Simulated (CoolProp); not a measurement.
The fluid at 293.15 K and 0.0499 MPa expands adiabatically to 0.00405 MPa with isentropic efficiency 0.85. The same conditions are run with several fluids, on thermodynamics alone (safety and materials aside).

The numbers come from the reference Helmholtz-energy equation of state of each fluid (R21: Platzer 1990; dry air: Lemmon 2000; R124: de Vries 1995; oxygen: Schmidt 1985) in CoolProp. The equations of Platzer and Polt are older, rougher fits. Blends and air are pseudo-pure fits.

```
fluid    work (kJ/kg)  final temperature (K)                       final phase  final density (kg/m³)
-------  ------------  ---------------------  --------------------------------  ---------------------
R21              42.3                  219.9  two-phase, vapour fraction 0.989                  0.231
dry air           128                  165.4                               gas                 0.0853
R124             33.9                  242.3                               gas                  0.275
oxygen            116                  165.7                               gas                 0.0941
```
